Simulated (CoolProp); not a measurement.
Values from CoolProp's reference Helmholtz-energy equation of state, Younglove 1994. It is a modified Benedict-Webb-Rubin equation, recast in Helmholtz form.

**Question.** For R123, give the phase and the speed of sound (m/s), Joule-Thomson coefficient (K/MPa) at 500 K and 269 kPa.

**Answer.** 
- 500 K and 269 kPa: gas; speed of sound 168, Joule-Thomson coefficient 8.00
